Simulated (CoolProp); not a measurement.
Vapour-liquid equilibrium of R143a (1) + isobutane (2) at -67.35 °C; x and y are mole fractions of (1).

Computed with CoolProp (multi-fluid Helmholtz-energy mixture model, Lemmon and Jacobsen 2000 and Bücker 2006; pair parameters Bell 2016).

```
x      bubble pressure (bar)  y at the bubble point  dew pressure at overall composition x (bar)  liquid density (mol/L)
-----  ---------------------  ---------------------  -------------------------------------------  ----------------------
0.05                  0.1534                  0.640                                      0.06030                   11.32
0.125                 0.2409                  0.782                                      0.06536                   11.49
0.2                   0.2868                  0.824                                      0.07135                   11.67
0.275                 0.3097                  0.841                                      0.07854                   11.86
0.35                  0.3204                  0.849                                      0.08733                   12.05
0.425                 0.3251                  0.853                                      0.09831                   12.27
0.5                   0.3275                  0.855                                       0.1124                   12.49
0.575                 0.3296                  0.858                                       0.1312                   12.73
0.65                  0.3325                  0.862                                       0.1575                   12.99
0.725                 0.3366                  0.870                                       0.1965                   13.27
0.8                   0.3418                  0.884                                       0.2592                   13.58
0.875                 0.3472                  0.910                                       0.3386                   13.91
0.95                  0.3508                  0.954                                       0.3507                   14.26
```

No azeotrope shows between x = 0.05 and 0.95.

Pair parameters are fitted to limited data, so mixtures are less certain than the pure fluids. With so large a gap from Raoult's law the liquid may split in two, which this calculation doesn't test in full.
